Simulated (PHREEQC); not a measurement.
Dissolve 0.8 mol Cu(NO3)2 per kg of water at 20 °C. Closed to the air; pH follows from the charge balance.

Equilibrium calculation in PHREEQC: ion-association model, phreeqc.dat.

The pH is 4.10. The ionic strength is 2.40 mol/kgw and the activity of water is 0.959. The density comes out as 1.115 g/cm³.

```tsv
species	molality	activity	log γ
NO3-	1.60	0.783	-0.311
Cu+2	0.800	0.134	-0.775
H+	0.000111	8.01e-5	-0.141
Cu2(OH)2+2	4.06e-5	6.84e-5	0.227
CuOH+	2.92e-5	1.61e-5	-0.259
Cu(OH)2	2.32e-7	4.03e-7	0.240
```

Precipitation was switched off in this run. Caution: at this ionic strength the ion-association model is outside its range; a Pitzer model would be the better tool where its parameters exist.
